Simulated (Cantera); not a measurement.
Feed: 1 mol Ta, 0.31 mol CH4, a varied amount of H2, held at 2775 K and 3.80 Pa.

Method: chemical equilibrium by Gibbs-energy minimisation in Cantera with the NASA 1993 tables (ideal gas, pure condensed phases). Candidate condensed phases: C, C6H6, C7H8, C8H18, Ta, TaC; 77 gas species. Mutual solubility and eutectic melting of coexisting phases are not modelled. TaC: taken at fixed stoichiometry. Condensed phases not in the tables: Ta2C, N, O or C dissolved in the metal. Kinetics and transport are ignored.

### Question
What share of the Ta ends up in condensed phases as a function of n(H2) (mol), at 58, 72, 88, 110, 130, 160, 200, 250, 300, 370, 460?

### Answer
```csv
n(H2) (mol),Ta condensed (%),as
58,86.6,Ta(s) + TaC(s)
72,83.4,Ta(s) + TaC(s)
88,79.7,Ta(s) + TaC(s)
110,74.7,Ta(s) + TaC(s)
130,70.2,Ta(s) + TaC(s)
160,63.3,Ta(s) + TaC(s)
200,54.2,Ta(s) + TaC(s)
250,42.7,Ta(s) + TaC(s)
300,31.3,Ta(s) + TaC(s)
370,15.3,Ta(s) + TaC(s)
460,1.8,TaC(s)
```
